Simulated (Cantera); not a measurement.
A closed system holds: 1 mol Ta2O5, 2.2 mol C, 0.025 mol CO.

Method: chemical equilibrium by Gibbs-energy minimisation in Cantera with the NASA 1993 tables (ideal gas, pure condensed phases). Candidate condensed phases: C, Ta, TaC, Ta2O5; 15 gas species. Mutual solubility and eutectic melting of coexisting phases are not modelled. TaC: taken at fixed stoichiometry. Condensed phases not in the tables: Ta2C. Equilibrium is a limit: real reactors are often held back by kinetics, nucleation or transport.

Problem. What condenses at these points (T in K, P in Pa): (1548, 3200); (1598, 32); (1448, 1000000); (1648, 10000); (1548, 100)?

Solution. 
```
T (K)  P in Pa  condensed phases  Ta condensed (%)
-----  -------  ----------------  ----------------
1548      3200       TaC + Ta2O5             100.0
1598        32       TaC + Ta2O5             100.0
1448   1000000         C + Ta2O5             100.0
1648     10000       TaC + Ta2O5             100.0
1548       100       TaC + Ta2O5             100.0
```
